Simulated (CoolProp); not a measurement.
Properties of fluorine along the isotherm 121.6 K (Tc = 144.4 K, pc = 5.240 MPa, ω = 0.045).

Values from CoolProp's reference Helmholtz-energy equation of state, de Reuck 1990.

```tsv
p (MPa)	phase	cp (kJ/(kg K))	cv (kJ/(kg K))	Joule-Thomson coefficient (K/MPa)	isothermal compressibility (1/MPa)	fugacity coefficient
2.5	liquid	1.862	0.7304	0.08244	0.008504	0.5918
5	liquid	1.759	0.7309	0.01408	0.006954	0.3198
7.5	liquid	1.688	0.7324	-0.03593	0.005932	0.2301
10	liquid	1.636	0.7337	-0.07469	0.005193	0.1861
12.5	liquid	1.595	0.7342	-0.1058	0.004627	0.1603
15	liquid	1.562	0.7337	-0.1315	0.004175	0.1438
17.5	liquid	1.535	0.7322	-0.1531	0.003803	0.1325
20	liquid	1.512	0.7299	-0.1715	0.003490	0.1246
```
